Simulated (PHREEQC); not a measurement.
# Ultrapure water in contact with air or piping: an equilibrium model

Model water analysis in mmol/kgw, 20 °C, pH 6.04, pe -1.6: Na 0.000968; K 5.03e-06; Ca 0.000364; Mg 0.00015; Cl 0.000613; S(6) 3.05e-05; Alkalinity (meq/kgw) 0.00131; Sr 1.43e-05; Li 1.15e-06; F 1.05e-05; Ba 2.6e-07; Fe(2) 4.41e-07.

Valence states are taken as typed.

Model: ion-association model, wateq4f.dat, run in PHREEQC.

No solid was allowed to form.

Question: Predict the ionic strength, charge-balance error.

Answer: ionic strength 3.49e-6 mol/kgw; charge-balance error 0.6 %.

Question: In which forms is C present?

Answer: CO2 69 %, HCO3- 31 % of the C.

Fluoro complexes past AlF4- and FeF3 are missing from the database.
